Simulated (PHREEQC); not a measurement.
Dissolve 0.046 mol CuCl2, 0.023 mol HCl and 0.088 mol Na2SO4 per kg of water at 25 °C. Closed to the air; pH follows from the charge balance.

Model: ion-association model, wateq4f.dat, run in PHREEQC.

```csv
quantity,before,after
pH,2.11,2.18
ionic strength (mol/kgw),0.305,0.231
Na+ (mol/kgw),0.166,0.163
SO4-2 (mol/kgw),0.0478,0.0598
HSO4- (mol/kgw),0.0130,0.0147
NaSO4- (mol/kgw),0.00996,0.0135
SI of Mirabilite (Na2SO4:10H2O),-2.68,-2.53
SI of Halite (NaCl),-3.62,-4.30
```

Name the change that produced these shifts.
A) CuCl2 left out
B) CuCl2 from 0.046 to 0.23 mol/kgw
C) Na2SO4 from 0.088 to 0.0792 mol/kgw
D) diluted 5-fold with water
E) HCl from 0.023 to 0.0046 mol/kgw

A, CuCl2 left out

No solid was allowed to form.
